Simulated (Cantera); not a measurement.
Feed: 1 mol Si, 0.099 mol Cl2, 2.9 mol O2, held at 1098.15 K and 0.133 bar.

Cantera equilibrium calculation (NASA polynomials, part measured and part estimated; ideal gas, pure solids and liquids). Candidate condensed phases: Si, SiO2; 15 gas species. Equilibrium is a limit: real reactors are often held back by kinetics, nucleation or transport.

Base state: O2 0.950, Cl2 0.0490, Cl 0.000898, ClO 1.56e-5 (mole fractions); condensed: SiO2(β-quartz).

Problem. What changes in the equilibrium state with this change: temperature from 1098.15 K to 1423.15 K?

Solution. 
```
species                before     after
-------------------  --------  --------
O2                      0.950     0.942
Cl2                    0.0490    0.0397
Cl                   0.000898    0.0185
ClO                   1.56e-5  0.000179
SiO2(β-quartz), mol      1.00      1.00
```
The tables hold silica as quartz up to 1696 K and as liquid above; real silica turns to tridymite and cristobalite and melts near 1996 K.

Problem. What changes in the equilibrium state with this change: Si replaced by Al?

Solution. 
| species | before | after |
|---|---|---|
| O2 | 0.950 | 0.956 |
| Cl2 | 0.0490 | 0.0436 |
| Cl | 0.000898 | 0.000847 |
| ClO | 1.56e-5 | 1.47e-5 |
| SiO2(β-quartz), mol | 1.00 | 0 |
| Al2O3(s), mol | 0 | 0.500 |
Further candidate phases: Al, AlCl3, Al2O3.
